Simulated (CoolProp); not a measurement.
C2F6 (R116) along the isotherm 230.2 K: density (kg/m³) from the reference equation and from simpler models built on Tc = 293.0 K, pc = 3.048 MPa, ω = 0.257; each cubic takes its own stable root.

Model: reference Helmholtz-energy equation of state, Lemmon 2006, in CoolProp. It is a short technical equation, of lower accuracy than the large ones.

| p (MPa) | phase | reference | van der Waals | Redlich-Kwong |
|---|---|---|---|---|
| 0.457 | gas | ? | 36.03 | 37.04 |
| 0.914 | liquid | ? | 81.43 | 1290 |
| 1.37 | liquid | ? | 912.3 | 1299 |
| 1.83 | liquid | 1446 | 922.8 | 1307 |
| 2.29 | liquid | 1450 | ? | 1316 |
| 2.74 | liquid | 1454 | ? | 1323 |
| 3.2 | liquid | 1458 | 948.8 | 1331 |
| 3.66 | liquid | 1461 | 956.2 | ? |
| 4.11 | liquid | ? | 963.0 | 1345 |
| 4.57 | liquid | 1468 | 969.6 | 1351 |

Problem. What belongs in the gaps?

Solution. 
- 0.457, reference: 37.73
- 0.914, reference: 1438
- 1.37, reference: 1442
- 2.29, van der Waals: 932.3
- 2.74, van der Waals: 940.8
- 3.66, Redlich-Kwong: 1338
- 4.11, reference: 1465

At some of these states van der Waals gives the other phase, because its saturation line lies elsewhere.
